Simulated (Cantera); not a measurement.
## Stirred combustor or abatement burner

A perfectly stirred reactor is fed with H₂ : O₂ : N₂ : H₂O = 1 : 0.357 : 1.34 : 0.24 (molar parts), at 7500 Torr; it is adiabatic with a 675 K inlet, and is followed from long to short residence time, starting on the burning branch (τ in s: 0.031, 0.014, 0.006, 0.0026, 0.0012, 0.00051, 0.00022, 9.9e-05, 4.4e-05, 1.9e-05, 8.5e-06).

Detailed kinetics in Cantera: the H2/O2 subset of GRI-Mech 3.0, which has no nitrogen chemistry. The hydrogen kinetics of GRI-Mech 3.0 are dated; newer H2 mechanisms differ, most at raised pressure.

| τ (s) | T (K) | x H₂ | x O₂ | x H₂O | x H | x HO₂ | x O | x H₂O₂ |
|---|---|---|---|---|---|---|---|---|
| 0.031 | 2403 | 0.110 | 2.72e-5 | 0.368 | 0.00179 | 3.86e-8 | 1.20e-5 | 2.96e-8 |
| 0.014 | 2402 | 0.110 | 4.08e-5 | 0.368 | 0.00188 | 4.98e-8 | 1.32e-5 | 3.41e-8 |
| 0.0060 | 2400 | 0.110 | 7.04e-5 | 0.368 | 0.00207 | 7.77e-8 | 1.61e-5 | 4.48e-8 |
| 0.0026 | 2396 | 0.110 | 0.000126 | 0.367 | 0.00246 | 1.45e-7 | 2.27e-5 | 6.77e-8 |
| 0.0012 | 2389 | 0.110 | 0.000216 | 0.366 | 0.00308 | 2.92e-7 | 3.56e-5 | 1.11e-7 |
| 0.00051 | 2376 | 0.110 | 0.000386 | 0.365 | 0.00421 | 6.87e-7 | 6.59e-5 | 2.02e-7 |
| 0.00022 | 2357 | 0.110 | 0.000676 | 0.363 | 0.00590 | 1.62e-6 | 0.000127 | 3.60e-7 |
| 9.9e-5 | 2330 | 0.111 | 0.00115 | 0.360 | 0.00821 | 3.51e-6 | 0.000240 | 5.91e-7 |
| 4.4e-5 | 2290 | 0.111 | 0.00195 | 0.355 | 0.0115 | 7.29e-6 | 0.000446 | 9.12e-7 |
| 1.9e-5 | 2232 | 0.112 | 0.00335 | 0.349 | 0.0161 | 1.46e-5 | 0.000818 | 1.34e-6 |
| 8.5e-6 | 2155 | 0.114 | 0.00558 | 0.340 | 0.0220 | 2.77e-5 | 0.00138 | 1.88e-6 |
x: mole fraction; the columns are a selection and need not sum to one.
